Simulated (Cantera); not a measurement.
A perfectly stirred reactor is fed with CO : O2 : H2O : N2 = 0.0032 : 0.01 : 0.0015 : 1 (molar parts), at 503 Torr; it is held at 1300 K, and followed from long to short residence time.

Model: GRI-Mech 3.0 (53 species, 325 reactions), integrated in Cantera.

x: mole fraction; the columns are a selection and need not sum to one.

```tsv
τ (s)	x CO	x O2	x H2O	x NO2	x H	x NO
5.5	3.21e-5	0.00830	0.00147	7.35e-9	___	9.84e-7
2.1	6.17e-5	0.00831	0.00147	5.05e-9	___	8.32e-7
0.81	0.000117	0.00834	0.00147	2.91e-9	___	6.29e-7
0.31	0.000219	0.00838	0.00146	1.48e-9	___	4.41e-7
0.12	0.000401	0.00846	0.00145	7.24e-10	___	3.03e-7
0.046	0.000715	0.00859	0.00144	3.66e-10	___	2.11e-7
0.018	0.00120	0.00881	0.00142	1.96e-10	___	1.44e-7
0.0067	0.00189	0.00913	0.00141	8.87e-11	___	7.30e-8
```

Q: Complete the blanks.

A: 
- 5.5, x H: 2.57e-7
- 2.1, x H: 6.45e-7
- 0.81, x H: 1.60e-6
- 0.31, x H: 3.91e-6
- 0.12, x H: 9.09e-6
- 0.046, x H: 1.97e-5
- 0.018, x H: 3.63e-5
- 0.0067, x H: 5.07e-5
